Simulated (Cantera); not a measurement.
A Cantera script and what it prints.

```python
import numpy as np
import cantera as ct

gas_names = """
    AL ALO ALO2 AL2 AL2O AL2O2 O O2 O3 Ti TiO TiO2
""".split()
cond_names = """
    AL(cr) AL(L) AL2O3(a) AL2O3(L) Ti(a) Ti(b) Ti(L) TiO(a) TiO(b) TiO(L) TiO2(ru) TiO2(L) Ti2O3(a)
    Ti2O3(b) Ti2O3(L) Ti3O5(a) Ti3O5(b) Ti3O5(L) Ti4O7(s) Ti4O7(L)
""".split()


# ... load() reads the species with a 1 bar reference pressure and builds the phases ...
atoms = {
    'TiO2': {'Ti': 1, 'O': 2},
    'Al2O3': {'AL': 2, 'O': 3},
    'O2': {'O': 2},
}
top_T = {}  # K; cautious upper limits of use, not melting points


# ... equilibrate(T, P, feed) seeds the gas with the atoms and calls Mixture.equilibrate('TP', solver="vcs", rtol=1e-11, max_steps=5000) ...
results = []
feed = {'TiO2': 1, 'Al2O3': 2.6, 'O2': 2.3}  # mol
T = 948  # K
P = 10000  # Pa
mix = equilibrate(T, P, feed)
results.append((T, P, feed, dict(zip(mix.species_names, mix.species_moles))))
x = sorted(zip(gas.X, gas.species_names), reverse=True)
print(f"T = {T:g} K  P = {P:g} Pa  gas = {mix.phase_moles(0):.4g} mol")
print("   x: " + "  ".join(f"{s} {v:.3e}" for v, s in x if v > 0.001))
print("   condensed (mol): " + ("  ".join(f"{mix.phase(i).name} {mix.phase_moles(i):.4g}"
      for i in range(1, mix.n_phases) if mix.phase_moles(i) > 1e-12) or "none"))
```

It prints:

```
T = 948 K  P = 10000 Pa  gas = 2.3 mol
   x: O2 1.000e+00
   condensed (mol): AL2O3(a) 2.6  TiO2(ru) 1
```

Cantera equilibrium calculation (NASA polynomials, part measured and part estimated; ideal gas, pure solids and liquids). Condensed phases not in the tables: mixed aluminates and titanates, alloys, solid solutions and most ternary compounds.
